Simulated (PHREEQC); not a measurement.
Consider water at 25 °C with 62 mmol/kgw HNO3 and 12 mmol/kgw KNO3. Closed to the air; pH follows from the charge balance.

The numbers come from PHREEQC with the ion-association model, wateq4f.dat.

* **pH**: 1.28
* **ionic strength**: 0.0740 mol/kgw
* **total alkalinity**: -62.0 meq/kg

```json
[
 {"species": "NO3-", "molality": "0.0740", "activity": "0.0575", "log γ": "-0.109"},
 {"species": "H+", "molality": "0.0620", "activity": "0.0519", "log γ": "-0.077"},
 {"species": "K+", "molality": "0.0120", "activity": "0.00943", "log γ": "-0.105"}
]
```

No solid was allowed to form.
